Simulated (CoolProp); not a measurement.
Properties of toluene at several states.

Model: reference Helmholtz-energy equation of state, Lemmon 2006, in CoolProp. It is a short technical equation, of lower accuracy than the large ones.

| T (°C) | p (kPa) | phase | Joule-Thomson coefficient (K/MPa) | isothermal compressibility (1/MPa) | viscosity (µPa s) | conductivity (mW/(m K)) | fugacity coefficient |
|---|---|---|---|---|---|---|---|
| -62.75 | 55.7 | liquid | ___ | 0.0005105 | 3030 | 153 | 7.103e-5 |
| 337.75 | 1320 | gas | 7.907 | 0.8611 | 14.2 | 42.8 | ___ |
| 40.95 | 340 | liquid | -0.4387 | 0.001031 | 461 | 126 | 0.02442 |
| -71.75 | 10500 | liquid | -0.5688 | ___ | ___ | 157 | 2.269e-7 |

Question: Complete the blanks.

Answer: 
- -62.75, Joule-Thomson coefficient (K/MPa): -0.5615
- 337.75, fugacity coefficient: 0.8966
- -71.75, isothermal compressibility (1/MPa): 0.0004573
- -71.75, viscosity (µPa s): 4960

Viscosity comes from a separate model (Avgeri 2015). Thermal conductivity comes from a separate model (Assael 2012).
